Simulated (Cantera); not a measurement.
Cantera run, input and output.

```python
import numpy as np
import cantera as ct

gas = ct.Solution("gri30.yaml")
gas.TP = 300, 101325
flame = ct.CounterflowDiffusionFlame(gas, width=0.02)
flame.fuel_inlet.X, flame.fuel_inlet.T = {'C3H8': 1}, 400
flame.oxidizer_inlet.X, flame.oxidizer_inlet.T = {'O2': 0.22, 'N2': 0.78}, 523
flame.set_refine_criteria(ratio=3, slope=0.12, curve=0.24, prune=0.03)
show = ['OH', 'H', 'NO', 'CO', 'C2H2']

rows = []
print(f"{'mdot':>8s}{'a_max':>10s}{'a_mean':>10s}{'Tmax/K':>9s}" + "".join(f"{s:>11s}" for s in show) + "   (peak mole fractions)")
for i, mdot in enumerate([0.25, 0.35, 0.49, 0.67, 0.94, 1.3, 1.8]):  # kg/m2/s on the oxidiser side
    flame.oxidizer_inlet.mdot, flame.fuel_inlet.mdot = mdot, 1.1 * mdot
    flame.solve(loglevel=0, auto=(i == 0))
    if flame.T.max() < max(400, 523) + 100:
        print(f"{mdot:8.3g}  no burning solution found from the previous one")
        break
    dT = np.abs(np.gradient(flame.T, flame.grid))
    rows.append([flame.strain_rate("max"), flame.strain_rate("mean"), flame.T.max(),
                 *(flame.X[gas.species_index(s)].max() for s in show), max(dT[0], dT[-1]) / dT.max()])
    print(f"{mdot:8.3g}{rows[-1][0]:10.1f}{rows[-1][1]:10.1f}{rows[-1][2]:9.1f}" + "".join(f"{x:11.3e}" for x in rows[-1][3:-1]))
```

Output:

```
    mdot     a_max    a_mean   Tmax/K         OH          H         NO         CO       C2H2   (peak mole fractions)
    0.25     194.8      28.8   2152.8  8.672e-03  4.529e-03  3.416e-04  7.487e-02  4.561e-02
    0.35     264.3      40.3   2133.6  8.697e-03  4.838e-03  3.204e-04  7.434e-02  4.386e-02
    0.49     359.3      56.5   2114.3  8.685e-03  5.155e-03  2.982e-04  7.391e-02  4.207e-02
    0.67     478.2      77.2   2096.4  8.648e-03  5.455e-03  2.763e-04  7.363e-02  4.034e-02
    0.94     651.6     108.3   2076.9  8.567e-03  5.773e-03  2.503e-04  7.346e-02  3.843e-02
     1.3     876.3     149.8   2055.3  8.403e-03  6.035e-03  2.217e-04  7.331e-02  3.636e-02
     1.8    1177.3     207.4   2030.2  8.138e-03  6.241e-03  1.895e-04  7.334e-02  3.395e-02
```

Model: GRI-Mech 3.0 (53 species, 325 reactions), integrated in Cantera. GRI-Mech 3.0 was tuned for natural gas; its chemistry of propane as a main component is partial and can be far from experiment. GRI-Mech 3.0 has no aromatics or soot, which form on the fuel side of real flames. The maximum strain rate includes the flame's own expansion and is several times the mean.
